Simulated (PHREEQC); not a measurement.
Dissolve 0.102 mol/kgw BaCl2 and 0.0001 mol/kgw NaHCO3 at 25 °C. Closed to the air; pH follows from the charge balance.

Model: ion-association model, phreeqc.dat, run in PHREEQC.

This is a speciation only: nothing precipitates in the calculation.

Q: Estimate the pH, density.

A: pH 7.66; density 1.016 g/cm³.

Q: In which forms is C present?

A: HCO3- 77 %, BaHCO3+ 18 %, CO2 2.6 %, BaCO3 1.4 % of the C.
